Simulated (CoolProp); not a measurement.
A simple Rankine cycle with dimethyl ether: condensing at 313.15 K, boiler at 4.33 MPa, turbine inlet 390.4 K, turbine efficiency 0.65, pump efficiency 0.7, no recuperator. Each further row changes one setting.

Model: reference Helmholtz-energy equation of state, Wu 2011, in CoolProp.

```tsv
case	thermal efficiency (%)	net work (kJ/kg)	heat in (kJ/kg)	turbine exit temperature (K)	volume ratio over the turbine
as stated	8.8	[?]	399	313.1	6.13
turbine inlet 410.4 K	9.5	44.6	[?]	339.7	5.40
condensing temperature 305.15 K	[?]	[?]	419	305.1	[?]
boiler pressure 3.03 MPa	[?]	36.7	[?]	339.4	3.59
turbine efficiency 0.55	7.1	28.5	399	313.1	6.24
```

Complete the blanks.


- as stated, net work (kJ/kg): 35.0
- turbine inlet 410.4 K, heat in (kJ/kg): 469
- condensing temperature 305.15 K, thermal efficiency (%): 9.7
- condensing temperature 305.15 K, net work (kJ/kg): 40.8
- condensing temperature 305.15 K, volume ratio over the turbine: 7.60
- boiler pressure 3.03 MPa, thermal efficiency (%): 8.0
- boiler pressure 3.03 MPa, heat in (kJ/kg): 461

The expansion ends wet for: as stated; condensing temperature 305.15 K; turbine efficiency 0.55.
